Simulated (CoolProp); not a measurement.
Dimethyl ether at 415.02 K and 0.188 MPa is throttled through a valve to 0.00914 MPa with no heat exchange. Each further row changes one setting.

Model: reference Helmholtz-energy equation of state, Wu 2011, in CoolProp.

| case | temperature change (K) | final density (kg/m³) |
|---|---|---|
| as stated | -1.4 | … |
| outlet pressure 0.00274 MPa | … | … |
| outlet pressure 0.0119 MPa | -1.4 | … |

### Question
What belongs in the gaps?

### Answer

- as stated, final density (kg/m³): 0.123
- outlet pressure 0.00274 MPa, temperature change (K): -1.5
- outlet pressure 0.00274 MPa, final density (kg/m³): 0.0367
- outlet pressure 0.0119 MPa, final density (kg/m³): 0.160
